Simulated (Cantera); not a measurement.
Input: 1 mol Pb, 0.024 mol H2S, 100 mol H2, at 1375 K and 1.00 bar.

These are equilibrium values from Cantera (NASA tables, ideal gas, pure condensed phases), not measurements of a reactor. Candidate condensed phases: Pb, PbS, S; 10 gas species. Kinetics and transport are ignored.

Base state: H2 0.993, Pb 0.00656, H2S 0.000151, PbS 8.71e-5 (mole fractions); condensed: Pb(l).

What changes in the equilibrium state with this change: temperature from 1375 K to 1325 K?


```csv
species,before,after
H2,0.993,0.996
Pb,0.00656,0.00360
H2S,0.000151,0.000176
PbS,8.71e-5,6.31e-5
"Pb(l), mol",0.330,0.632
```

What changes in the equilibrium state with this change: pressure from 1.00 bar to 82.0 mbar?


```json
[
 {"species": "H2", "before": "0.993", "after": "0.990"},
 {"species": "Pb", "before": "0.00656", "after": "0.00979"},
 {"species": "H2S", "before": "0.000151", "after": "0.000127"},
 {"species": "H", "before": "3.41e-6", "after": "1.19e-5"},
 {"species": "PbS", "before": "8.71e-5", "after": "0.000110"},
 {"species": "Pb(l), mol", "before": "0.330", "after": "0"}
]
```

What changes in the equilibrium state with this change: temperature from 1375 K to 1048 K?


| species | before | after |
|---|---|---|
| H2 | 0.993 | 1.000 |
| H2S | 0.000151 | 0.000237 |
| Pb | 0.00656 | 4.47e-5 |
| PbS | 8.71e-5 | 2.67e-6 |
| Pb(l), mol | 0.330 | 0.995 |
